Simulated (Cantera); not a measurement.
An isothermal, constant-pressure homogeneous reactor starts with NO : N2 = 1 : 6.6 (molar parts), at 1998 K and 2200 Pa.

Detailed kinetics in Cantera: GRI-Mech 3.0 (53 species, 325 reactions). Radical loss at walls, strong at low pressure, is not modelled.

x: mole fraction; the columns are a selection and need not sum to one.

```json
[
 {"t (s)": "1.00e-6", "x NO": "0.132", "x N2O": "4.36e-10", "x N2": "0.868", "x O2": "<1e-12", "x O": "4.36e-10"},
 {"t (s)": "5.68e-6", "x NO": "0.132", "x N2O": "2.48e-9", "x N2": "0.868", "x O2": "<1e-12", "x O": "2.48e-9"},
 {"t (s)": "3.23e-5", "x NO": "0.132", "x N2O": "…", "x N2": "0.868", "x O2": "<1e-12", "x O": "…"},
 {"t (s)": "0.000184", "x NO": "0.132", "x N2O": "7.97e-8", "x N2": "0.868", "x O2": "3.21e-11", "x O": "8.04e-8"},
 {"t (s)": "0.00104", "x NO": "0.132", "x N2O": "4.43e-7", "x N2": "0.868", "x O2": "1.05e-9", "x O": "4.66e-7"},
 {"t (s)": "0.00593", "x NO": "0.132", "x N2O": "2.21e-6", "x N2": "0.868", "x O2": "3.65e-8", "x O": "2.93e-6"},
 {"t (s)": "0.0337", "x NO": "0.132", "x N2O": "6.76e-6", "x N2": "0.868", "x O2": "1.54e-6", "x O": "2.22e-5"},
 {"t (s)": "0.192", "x NO": "0.131", "x N2O": "7.67e-6", "x N2": "0.868", "x O2": "6.75e-5", "x O": "0.000135"},
 {"t (s)": "1.09", "x NO": "0.129", "x N2O": "6.91e-6", "x N2": "0.870", "x O2": "0.00129", "x O": "0.000288"},
 {"t (s)": "6.19", "x NO": "0.109", "x N2O": "4.55e-6", "x N2": "0.879", "x O2": "0.0110", "x O": "0.000526"},
 {"t (s)": "35.2", "x NO": "0.0240", "x N2O": "2.18e-7", "x N2": "0.922", "x O2": "0.0532", "x O": "0.00104"},
 {"t (s)": "200", "x NO": "…", "x N2O": "…", "x N2": "0.931", "x O2": "…", "x O": "0.00112"}
]
```

Problem. What belongs in the gaps?

Solution. 
- 3.23e-5, x N2O: 1.41e-8
- 3.23e-5, x O: 1.41e-8
- 200, x NO: 0.00455
- 200, x N2O: 4.13e-8
- 200, x O2: 0.0629
